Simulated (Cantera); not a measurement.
Input: 1 mol SiO₂, 1.1 mol NF₃, 0.49 mol O₂, at 0.133 bar.

These are equilibrium values from Cantera (NASA tables, ideal gas, pure condensed phases), not measurements of a reactor. Candidate condensed phases: Si, SiO₂, Si₂N₂O, Si₃N₄; 28 gas species. The tables hold silica as quartz up to 1696 K and as liquid above; real silica turns to tridymite and cristobalite and melts near 1996 K. Rates play no part.

Which condensed phases are stable at each of these points (T (K)): 625, 700, 775, 850, 925, 1000, 1075, 1150, 1225, 1300, 1375, 1450, 1525?


| T (K) | condensed phases | Si condensed (%) |
|---|---|---|
| 625 | SiO₂(α-quartz) | 17.5 |
| 700 | SiO₂(α-quartz) | 17.5 |
| 775 | SiO₂(α-quartz) | 17.5 |
| 850 | SiO₂(β-quartz) | 17.5 |
| 925 | SiO₂(β-quartz) | 17.5 |
| 1000 | SiO₂(β-quartz) | 17.5 |
| 1075 | SiO₂(β-quartz) | 17.5 |
| 1150 | SiO₂(β-quartz) | 17.5 |
| 1225 | SiO₂(β-quartz) | 17.5 |
| 1300 | SiO₂(β-quartz) | 17.5 |
| 1375 | SiO₂(β-quartz) | 17.5 |
| 1450 | SiO₂(β-quartz) | 17.5 |
| 1525 | SiO₂(β-quartz) | 17.5 |

From 625 K to 775 K the condensed part is SiO₂(α-quartz). From 850 K to 1525 K the condensed part is SiO₂(β-quartz).
